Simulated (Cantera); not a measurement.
A Cantera script and its output.

```python
import numpy as np
import cantera as ct

gas = ct.Solution("h2o2.yaml")


def delay(T, t_max=10):
    gas.TPX = T, 1900000, {'H2': 1, 'O2': 0.515, 'N2': 3.25}
    reactor = ct.IdealGasConstPressureReactor(gas, clone=False)
    net = ct.ReactorNet([reactor])
    net.rtol, net.atol = 1e-8, 1e-16
    while net.time < t_max:
        t_old, T_old = net.time, reactor.T
        net.step()
        if reactor.T > T + 400:  # ignition: a rise of 400 K
            return t_old + (T + 400 - T_old) / (reactor.T - T_old) * (net.time - t_old)
    return np.nan


taus = []
for T in [1075, 1150, 1225, 1300, 1375, 1450]:
    taus.append(delay(T))
    print(f"T0 = {T:6g} K   tau = {taus[-1]:.4e} s")
```

It prints:

```
T0 =   1075 K   tau = 1.7001e-03 s
T0 =   1150 K   tau = 3.8718e-04 s
T0 =   1225 K   tau = 8.7098e-05 s
T0 =   1300 K   tau = 1.5373e-05 s
T0 =   1375 K   tau = 3.3646e-06 s
T0 =   1450 K   tau = 1.7155e-06 s
```

Detailed kinetics in Cantera: the H2/O2 subset of GRI-Mech 3.0, which has no nitrogen chemistry. The hydrogen kinetics of GRI-Mech 3.0 are dated; newer H2 mechanisms differ, most at raised pressure. The pressure lies above the range GRI-Mech 3.0 was tuned for (to about 10 atm).
